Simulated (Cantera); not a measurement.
What does this Cantera script print?

```python
import numpy as np
import cantera as ct

gas_names = """
    Electron N N+ N- N2 N2+ N2- Si Si+ SiN Si2 Si2N Si3
""".split()
cond_names = """
    Si(cr) Si(L) Si3N4(a)
""".split()


def load(file, names, dense=False):
    # The tables refer to 1 bar. Condensed volumes are neglected.
    table = {s.name: s for s in ct.Species.list_from_file(file)}
    out = []
    for n in names:
        d = dict(table[n].input_data)
        d["thermo"] = dict(d["thermo"], **{"reference-pressure": 1e5})
        if dense:
            d["equation-of-state"] = {"model": "constant-volume", "density": "1e6 g/cm^3"}
        out.append(ct.Species.from_dict(d))
    return out


gas = ct.Solution(thermo="ideal-gas", species=load("nasa_gas.yaml", gas_names))
cond = {s.name: ct.Solution(thermo="fixed-stoichiometry", species=[s], name=s.name)
        for s in load("nasa_condensed.yaml", cond_names, dense=True)}
atoms = {
    'Si3N4': {'Si': 3, 'N': 4},
    'Si': {'Si': 1},
    'N2': {'N': 2},
}
top_T = {'Si3N4(a)': 2400}  # K; cautious upper limits of use, not melting points


def equilibrate(T, P, feed):
    n = {}
    for name, mol in feed.items():
        for a, k in atoms[name].items():
            n[a] = n.get(a, 0.0) + k * mol
    gas.TPX = T, P, n
    mass = sum(n.values()) * gas.mean_molecular_weight
    gas.equilibrate("TP")
    valid = [c for c in cond.values() if c.min_temp <= T <= top_T.get(c.name, c.max_temp)]
    mix = ct.Mixture([(gas, mass / gas.mean_molecular_weight)] + [(c, 0.0) for c in valid])
    mix.T, mix.P = T, P
    mix.equilibrate("TP", solver="vcs", rtol=1e-11, max_steps=5000)
    return mix


results = []
feed = {'Si3N4': 1, 'Si': 0.16, 'N2': 5}  # mol
P = 37  # Pa
for T in [2500, 2750, 3000, 3250, 3500, 3750, 4000, 4250, 4500, 4750, 5000]:
    mix = equilibrate(T, P, feed)
    results.append((T, P, feed, dict(zip(mix.species_names, mix.species_moles))))
    x = sorted(zip(gas.X, gas.species_names), reverse=True)
    print(f"T = {T:g} K  P = {P:g} Pa  gas = {mix.phase_moles(0):.4g} mol")
    print("   x: " + "  ".join(f"{s} {v:.3e}" for v, s in x if v > 0.0001))
    print("   condensed (mol): " + ("  ".join(f"{mix.phase(i).name} {mix.phase_moles(i):.4g}"
          for i in range(1, mix.n_phases) if mix.phase_moles(i) > 1e-12) or "none"))
```

Result:

```
T = 2500 K  P = 37 Pa  gas = 10.16 mol
   x: N2 6.890e-01  Si 3.102e-01  SiN 4.989e-04  Si2 2.003e-04
   condensed (mol): none
T = 2750 K  P = 37 Pa  gas = 10.16 mol
   x: N2 6.889e-01  Si 3.106e-01  SiN 3.549e-04  N 1.036e-04
   condensed (mol): none
T = 3000 K  P = 37 Pa  gas = 10.16 mol
   x: N2 6.884e-01  Si 3.106e-01  N 6.007e-04  SiN 2.676e-04
   condensed (mol): none
T = 3250 K  P = 37 Pa  gas = 10.17 mol
   x: N2 6.866e-01  Si 3.101e-01  N 2.659e-03  Si+ 2.201e-04  Electron 2.201e-04  SiN 2.106e-04
   condensed (mol): none
T = 3500 K  P = 37 Pa  gas = 10.21 mol
   x: N2 6.805e-01  Si 3.085e-01  N 9.501e-03  Si+ 6.790e-04  Electron 6.790e-04  SiN 1.707e-04
   condensed (mol): none
T = 3750 K  P = 37 Pa  gas = 10.32 mol
   x: N2 6.637e-01  Si 3.041e-01  N 2.844e-02  Si+ 1.803e-03  Electron 1.803e-03  SiN 1.398e-04
   condensed (mol): none
T = 4000 K  P = 37 Pa  gas = 10.59 mol
   x: N2 6.245e-01  Si 2.941e-01  N 7.292e-02  Si+ 4.212e-03  Electron 4.212e-03  SiN 1.130e-04
   condensed (mol): none
T = 4250 K  P = 37 Pa  gas = 11.16 mol
   x: N2 5.469e-01  Si 2.744e-01  N 1.611e-01  Si+ 8.768e-03  Electron 8.768e-03
   condensed (mol): none
T = 4500 K  P = 37 Pa  gas = 12.21 mol
   x: N2 4.212e-01  N 3.037e-01  Si 2.423e-01  Electron 1.636e-02  Si+ 1.636e-02
   condensed (mol): none
T = 4750 K  P = 37 Pa  gas = 13.86 mol
   x: N 4.787e-01  N2 2.657e-01  Si 2.004e-01  Electron 2.758e-02  Si+ 2.758e-02
   condensed (mol): none
T = 5000 K  P = 37 Pa  gas = 15.76 mol
   x: N 6.252e-01  Si 1.577e-01  N2 1.316e-01  Electron 4.276e-02  Si+ 4.276e-02
   condensed (mol): none
```

Method: chemical equilibrium by Gibbs-energy minimisation in Cantera with the NASA 1993 tables (ideal gas, pure condensed phases). The tables' values for SiN are old estimates; treat these amounts as uncertain.
